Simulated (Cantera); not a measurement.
Cantera run, input and output.

```python
import numpy as np
import cantera as ct

gas = ct.Solution("gri30.yaml")
gas.TPX = 1225, 2500, {'H2': 0.036, 'O2': 1, 'N2': 1}
reactor = ct.IdealGasConstPressureReactor(gas, energy="off", clone=False)
net = ct.ReactorNet([reactor])
net.rtol, net.atol = 1e-08, 1e-18
show = ['H2', 'O2', 'H2O2', 'HO2', 'O']
times = np.geomspace(3e-06, 4, 9)

steps = ct.SolutionArray(gas, extra=["t"])
rows = []
print(f"{'t/s':>10s}{'T/K':>9s}{'P/Pa':>11s}" + "".join(f"{s:>11s}" for s in show))
for t in times:
    while net.time < t:
        t_next = net.step()
        steps.append(gas.state, t=t_next)
    rows.append([np.interp(t, steps.t, y) for y in (steps.T, steps.P, *steps(*show).X.T)])
    print(f"{t:10.3e}{rows[-1][0]:9.1f}{rows[-1][1]:11.4g}" + "".join(f"{x:11.3e}" for x in rows[-1][2:]))
rate = np.gradient(steps.T, steps.t)
print("integrator steps:", len(steps.t))
if steps.T.max() > steps.T[0] + 200:
    print(f"time of steepest temperature rise: {steps.t[rate.argmax()]:.4e} s")
gas.TPX = 1225, 2500, {'H2': 0.036, 'O2': 1, 'N2': 1}
gas.equilibrate("TP")
print(f"equilibrium (TP): T = {gas.T:.1f} K  " + "  ".join(f"{s} {gas[s].X[0]:.3e}" for s in show))
```

Output:

```
       t/s      T/K       P/Pa         H2         O2       H2O2        HO2          O
 3.000e-06   1225.0       2500  1.768e-02  4.912e-01  3.597e-16  7.132e-11  2.600e-12
 1.749e-05   1225.0       2500  1.768e-02  4.912e-01  1.210e-14  4.160e-10  7.756e-11
 1.019e-04   1225.0       2500  1.768e-02  4.912e-01  4.092e-13  2.430e-09  1.697e-09
 5.943e-04   1225.0       2500  1.768e-02  4.912e-01  1.367e-11  1.457e-08  7.750e-08
 3.464e-03   1225.0       2500  1.899e-03  4.786e-01  1.462e-07  2.672e-06  9.790e-03
 2.019e-02   1225.0       2500  1.541e-04  4.799e-01  5.122e-08  1.842e-06  8.376e-03
 1.177e-01   1225.0       2500  3.096e-05  4.852e-01  3.779e-08  9.152e-07  1.623e-03
 6.862e-01   1225.0       2500  1.683e-06  4.865e-01  9.814e-09  1.403e-07  8.861e-05
 4.000e+00   1225.0       2500  9.937e-08  4.866e-01  1.201e-09  1.351e-08  5.312e-06
integrator steps: 1547
equilibrium (TP): T = 1225.0 K  H2 3.443e-09  O2 4.865e-01  H2O2 5.869e-11  HO2 5.553e-09  O 1.868e-07
```

Model: GRI-Mech 3.0 (53 species, 325 reactions), integrated in Cantera. Radical loss at walls, strong at low pressure, is not modelled.
